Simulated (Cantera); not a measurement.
**Ignition delay**

Mixture: H2 : O2 : N2 = 1 : 0.333 : 1.25 (molar parts), equivalence ratio 1.5, at 75000 Pa, adiabatic and at constant volume. Ignition delay is the time to a rise of 400 K.

Model: GRI-Mech 3.0 (53 species, 325 reactions), integrated in Cantera. Below about 950 K walls govern HO2 and H2O2 in real vessels. Where the delays flatten at high temperature, the 400 K rule measures the pace of heat release, not the induction time.

```tsv
T0 (K)	delay (ms)
948	1.47
1023	0.237
1098	0.117
1173	0.0716
1248	0.0487
1323	0.0356
1398	0.0277
1473	0.0228
```
